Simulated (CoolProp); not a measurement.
Vapour-liquid equilibrium of benzene (1) + octamethylcyclotetrasiloxane (D4) (2) at 0.78 MPa; x and y are mole fractions of (1).

Values from CoolProp's multi-fluid Helmholtz-energy mixture model, Thol 2012 and Thol 2015; pair parameters Bell 2016.

```
x     bubble temperature (°C)  y at the bubble point  dew temperature at overall composition x (°C)  liquid density (mol/L)
----  -----------------------  ---------------------  ---------------------------------------------  ----------------------
0.05                    271.7                      ?                                          275.2                   2.084
0.2                     249.7                  0.431                                          265.9                   2.568
0.35                    227.3                  0.676                                              ?                   3.158
0.5                         ?                  0.826                                          244.1                   3.886
0.65                    192.1                  0.912                                          230.2                   4.835
0.8                     178.9                      ?                                          211.8                       ?
0.95                    167.9                  0.994                                              ?                   8.166
```

**Question.** Fill in the missing entries.

**Answer.** 
- 0.05, y at the bubble point: 0.107
- 0.35, dew temperature at overall composition x (°C): 255.7
- 0.5, bubble temperature (°C): 207.9
- 0.8, y at the bubble point: 0.964
- 0.8, liquid density (mol/L): 6.161
- 0.95, dew temperature at overall composition x (°C): 182.9

No azeotrope shows between x = 0.05 and 0.95.

The pair parameters rest on a limited set of measurements; away from them the model extrapolates.
